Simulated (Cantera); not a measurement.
Charge: 1 mol BCl3, a varied amount of N2, at 0.000290 bar.

These are equilibrium values from Cantera (NASA tables, ideal gas, pure condensed phases), not measurements of a reactor. Candidate condensed phases: B, BN; 10 gas species. N2 is the only nitrogen source here; it is nearly inert below about 1500 K, so the nitride shown seldom forms there in practice. The tables' values for BCl2 are old estimates. Kinetics and transport are ignored.

### Question
What condenses at these points (T in K, n(N2) in mol): (1298, 23); (1398, 4); (1098, 11); (1198, 5.7); (1898, 1)?

### Answer
```
T (K)  n(N2) in mol  condensed phases  B condensed (%)
-----  ------------  ----------------  ---------------
1298             23                BN              0.4
1398              4                BN              0.3
1098             11                BN              0.0
1198            5.7                BN              0.0
1898              1          gas only              0.0
```
